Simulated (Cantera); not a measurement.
A closed system holds: 1 mol Si, a varied amount of HF, held at 1125 K and 0.133 bar.

These are equilibrium values from Cantera (NASA tables, ideal gas, pure condensed phases), not measurements of a reactor. Candidate condensed phases: Si; 25 gas species. Rates play no part.

Q: Which condensed phases are stable at each of these points (n(HF) (mol)): 1.4, 1.9, 2.3, 2.8, 3.2, 3.6, 4.1, 4.5, 5, 5.4, 5.9, 6.3?

A: 
```json
[
 {"n(HF) (mol)": "1.4", "condensed phases": "Si(s)", "Si condensed (%)": "64.3"},
 {"n(HF) (mol)": "1.9", "condensed phases": "Si(s)", "Si condensed (%)": "51.6"},
 {"n(HF) (mol)": "2.3", "condensed phases": "Si(s)", "Si condensed (%)": "41.4"},
 {"n(HF) (mol)": "2.8", "condensed phases": "Si(s)", "Si condensed (%)": "28.6"},
 {"n(HF) (mol)": "3.2", "condensed phases": "Si(s)", "Si condensed (%)": "18.4"},
 {"n(HF) (mol)": "3.6", "condensed phases": "Si(s)", "Si condensed (%)": "8.2"},
 {"n(HF) (mol)": "4.1", "condensed phases": "gas only", "Si condensed (%)": "0.0"},
 {"n(HF) (mol)": "4.5", "condensed phases": "gas only", "Si condensed (%)": "0.0"},
 {"n(HF) (mol)": "5", "condensed phases": "gas only", "Si condensed (%)": "0.0"},
 {"n(HF) (mol)": "5.4", "condensed phases": "gas only", "Si condensed (%)": "0.0"},
 {"n(HF) (mol)": "5.9", "condensed phases": "gas only", "Si condensed (%)": "0.0"},
 {"n(HF) (mol)": "6.3", "condensed phases": "gas only", "Si condensed (%)": "0.0"}
]
```

From 1.4 mol HF to 3.6 mol HF the condensed part is Si(s). From 4.1 mol HF to 6.3 mol HF nothing is condensed.
